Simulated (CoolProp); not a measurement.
Vapour-liquid equilibrium of R125 (1) + R227EA (2) at 0.163 MPa; x and y are mole fractions of (1).

Model: multi-fluid Helmholtz-energy mixture model, Lemmon 2005 and Lemmon 2016; pair parameters Bell 2016, in CoolProp.

Question: Give the bubble temperature and the first vapour's composition at x = 0.55, 0.65, 0.75. Is there an azeotrope?

Answer: x = 0.55: 245.3 K, y = 0.824; x = 0.65: 242.7 K, y = 0.878; x = 0.75: 240.3 K, y = 0.922. No azeotrope shows between x = 0.05 and 0.95.

Pair parameters are fitted to limited data, so mixtures are less certain than the pure fluids.
